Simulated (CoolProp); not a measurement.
Vapour-liquid equilibrium of R134a (1) + R141b (2) at 237.1 K; x and y are mole fractions of (1).

Model: multi-fluid Helmholtz-energy mixture model, Tillner-Roth 1994 and Lemmon 2006; pair parameters Bell 2016, in CoolProp.

| x | bubble pressure (MPa) | y at the bubble point | dew pressure at overall composition x (MPa) | liquid density (mol/L) |
|---|---|---|---|---|
| 0.05 | [?] | 0.599 | 0.004221 | 11.61 |
| 0.2 | 0.02396 | 0.861 | 0.004982 | 11.91 |
| 0.35 | 0.03473 | 0.918 | 0.006078 | 12.21 |
| 0.5 | [?] | [?] | 0.007791 | 12.53 |
| 0.65 | 0.04845 | 0.958 | 0.01084 | 12.87 |
| 0.8 | 0.05392 | 0.973 | 0.01777 | 13.23 |
| 0.95 | 0.06024 | 0.992 | 0.04528 | 13.64 |

**Question.** What belongs in the gaps?

**Answer.** 
- 0.05, bubble pressure (MPa): 0.009573
- 0.5, bubble pressure (MPa): 0.04249
- 0.5, y at the bubble point: 0.942

No azeotrope shows between x = 0.05 and 0.95.

Pair parameters are fitted to limited data, so mixtures are less certain than the pure fluids. With so large a gap from Raoult's law the liquid may split in two, which this calculation doesn't test in full.
